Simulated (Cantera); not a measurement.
Moist CO burnout

An isothermal, constant-pressure homogeneous reactor starts with CO : O2 : H2O : N2 = 0.038 : 0.02 : 0.0066 : 1 (molar parts), equivalence ratio 0.95, at 1125 K and 7500 Torr.

Cantera simulation using GRI-Mech 3.0 (53 species, 325 reactions); the numbers are that mechanism's predictions, not measurements. The temperature is held fixed by assumption; the heat of reaction is taken as removed at once.

```json
[
 {"t (s)": "0.000100", "x CO": "0.0357", "x O2": "0.0188", "x H2O": "0.00620", "x HO2": "3.03e-9", "x H2": "3.03e-11", "x NO": "<1e-12"},
 {"t (s)": "0.000285", "x CO": "0.0357", "x O2": "0.0188", "x H2O": "0.00620", "x HO2": "1.44e-8", "x H2": "2.54e-10", "x NO": "<1e-12"},
 {"t (s)": "0.000811", "x CO": "0.0357", "x O2": "0.0188", "x H2O": "0.00620", "x HO2": "7.81e-8", "x H2": "2.84e-9", "x NO": "<1e-12"},
 {"t (s)": "0.00231", "x CO": "0.0357", "x O2": "0.0188", "x H2O": "0.00620", "x HO2": "1.18e-6", "x H2": "1.00e-7", "x NO": "<1e-12"},
 {"t (s)": "0.00658", "x CO": "0.0348", "x O2": "0.0184", "x H2O": "0.00619", "x HO2": "6.18e-6", "x H2": "8.16e-6", "x NO": "2.51e-11"},
 {"t (s)": "0.0187", "x CO": "0.0315", "x O2": "0.0167", "x H2O": "0.00618", "x HO2": "6.60e-6", "x H2": "3.28e-5", "x NO": "2.79e-10"},
 {"t (s)": "0.0534", "x CO": "0.0235", "x O2": "0.0127", "x H2O": "0.00618", "x HO2": "6.19e-6", "x H2": "5.07e-5", "x NO": "2.07e-9"},
 {"t (s)": "0.152", "x CO": "0.0113", "x O2": "0.00661", "x H2O": "0.00623", "x HO2": "4.36e-6", "x H2": "4.41e-5", "x NO": "1.03e-8"},
 {"t (s)": "0.433", "x CO": "0.00268", "x O2": "0.00230", "x H2O": "0.00628", "x HO2": "2.00e-6", "x H2": "2.46e-5", "x NO": "2.77e-8"},
 {"t (s)": "1.23", "x CO": "0.000309", "x O2": "0.00111", "x H2O": "0.00631", "x HO2": "5.62e-7", "x H2": "5.46e-6", "x NO": "2.97e-8"},
 {"t (s)": "3.51", "x CO": "1.85e-5", "x O2": "0.000965", "x H2O": "0.00631", "x HO2": "7.48e-8", "x H2": "4.93e-7", "x NO": "2.41e-8"},
 {"t (s)": "10.0", "x CO": "2.91e-8", "x O2": "0.000956", "x H2O": "0.00631", "x HO2": "2.56e-10", "x H2": "9.98e-10", "x NO": "7.64e-8"}
]
```
x: mole fraction; the columns are a selection and need not sum to one.

Equilibrium at this temperature and pressure: CO 9.94e-10, O2 0.000952, H2O 0.00631, HO2 4.30e-11, H2 1.57e-10, NO 7.92e-6 (gas phase only).
